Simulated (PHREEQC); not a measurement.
**Nickel, zinc or cadmium bath: an equilibrium model**

Dissolve 0.0063 mol/kgw NiSO4 and 0.0004 mol/kgw HCl at 20 °C. Closed to the air; pH follows from the charge balance.

The numbers come from PHREEQC with the ion-association model, wateq4f.dat.

Each row changes one thing in this solution. Precipitation was switched off in this run.

```csv
case,pH,ionic strength (mol/kgw),Ni+2 (mol/kgw),SO4-2 (mol/kgw),NiSO4 (mol/kgw),HSO4- (mol/kgw),SI of Morenosite (NiSO4:7H2O)
as made,3.54,0.0196,0.00484,0.00476,0.00146,7.98e-5,-2.71
HCl from 0.0004 to 0.00044 mol/kgw,3.50,0.0196,0.00484,0.00476,0.00146,8.77e-5,-2.71
temperature from 20 to 25 °C,3.55,0.0194,0.00481,0.00472,0.00149,8.61e-5,-2.75
diluted 2-fold with water,3.80,0.0106,0.00260,0.00258,0.000545,2.63e-5,-3.14
diluted 10-fold with water,4.44,0.00239,0.000588,0.000586,4.20e-5,1.60e-6,-4.25
temperature from 20 to 80 °C,3.75,0.0181,0.00454,0.00434,0.00176,…,…
temperature from 20 to 10 °C,3.53,0.0199,0.00491,0.00484,…,…,-2.61
```

Problem. Some entries are withheld; supply them.

Solution. 
- temperature from 20 to 80 °C, HSO4- (mol/kgw): 0.000199
- temperature from 20 to 80 °C, SI of Morenosite (NiSO4:7H2O): -3.19
- temperature from 20 to 10 °C, NiSO4 (mol/kgw): 0.00139
- temperature from 20 to 10 °C, HSO4- (mol/kgw): 6.91e-5

Constants without temperature data keep their 25 °C values here.
